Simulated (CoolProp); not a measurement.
Vapour-liquid equilibrium of R22 (1) + cyclohexane (2) at 293.7 K; x and y are mole fractions of (1).

Model: multi-fluid Helmholtz-energy mixture model, Kamei 1995 and Zhou 2014; pair parameters Bell 2016, in CoolProp.

```tsv
x	bubble pressure (kPa)	y at the bubble point	dew pressure at overall composition x (kPa)	liquid density (mol/L)
0.05	120.5	…	11.17	9.426
0.15	298.0	0.965	12.49	9.801
0.25	426.3	…	14.16	…
0.35	517.0	0.981	16.34	10.61
0.45	582.5	0.984	19.32	11.05
0.55	…	0.986	23.62	11.52
0.65	681.1	0.988	30.37	12.01
0.75	732.0	0.990	…	12.53
0.85	794.0	0.993	70.85	13.08
0.95	…	0.997	211.6	13.66
```

Problem. Some entries are withheld; supply them.

Solution. 
- 0.05, y at the bubble point: 0.912
- 0.25, y at the bubble point: 0.976
- 0.25, liquid density (mol/L): 10.20
- 0.55, bubble pressure (kPa): 634.0
- 0.75, dew pressure at overall composition x (kPa): 42.51
- 0.95, bubble pressure (kPa): 874.4

No azeotrope shows between x = 0.05 and 0.95.

The pair parameters rest on a limited set of measurements; away from them the model extrapolates. The gap from Raoult's law changes sign with composition, which may be real or a fault of the pair parameters; it wasn't checked against measurements. With so large a gap from Raoult's law the liquid may split in two, which this calculation doesn't test in full.
